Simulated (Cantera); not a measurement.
Feed: 1 mol TEOS, 4.4 mol NO, 84 mol H₂, held at 2.93 Torr.

Method: chemical equilibrium by Gibbs-energy minimisation in Cantera with the NASA 1993 tables (ideal gas, pure condensed phases). Candidate condensed phases: C, C₆H₆, C₇H₈, C₈H₁₈, H₂O, Si, SiC, SiO₂, Si₂N₂O, Si₃N₄; 151 gas species. The feed counts by its element totals alone. The numbers say what is thermodynamically allowed, not how fast it happens. All values below are at 550 K.

Base state: H₂ 0.812, CH₄ 0.0906, H₂O 0.0725, N₂ 0.0249, NH₃ 4.75e-5, CO₂ 4.15e-5 (mole fractions); condensed: SiO₂(α-quartz).

Question: What changes in the equilibrium state with this change: pressure from 2.93 Torr to 0.0645 Torr?

Answer: 
```
species               before    after
-------------------  -------  -------
H₂                     0.812    0.889
H₂O                   0.0725   0.0483
CH₄                   0.0906   0.0288
N₂                    0.0249   0.0233
CO                   8.07e-6  0.00267
CO₂                  4.15e-5  0.00838
NH₃                  4.75e-5  1.16e-6
SiO₂(α-quartz), mol     1.00     1.00
C(graphite), mol           0     4.24
```
